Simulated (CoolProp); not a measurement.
A simple Rankine cycle with cyclopentane: condensing at 295.15 K, boiler at 0.321 MPa, turbine inlet 402.4 K, turbine efficiency 0.9, pump efficiency 0.8, no recuperator. Each further row changes one setting.

Values from CoolProp's reference Helmholtz-energy equation of state, Gedanitz 2015.

```
case                             thermal efficiency (%)  net work (kJ/kg)  heat in (kJ/kg)  turbine exit temperature (K)  volume ratio over the turbine
-------------------------------  ----------------------  ----------------  ---------------  ----------------------------  -----------------------------
as stated                                          14.7              81.9              556                         345.1                           7.68
turbine inlet 422.4 K                              14.7              86.9              592                         366.0                           7.71
condensing temperature 287.15 K                    16.4              93.6              570                         336.5                           10.5
boiler pressure 0.225 MPa                          12.5              70.0              559                         355.2                           5.45
turbine efficiency 0.8                             13.1              72.8              556                         351.4                           7.83
```
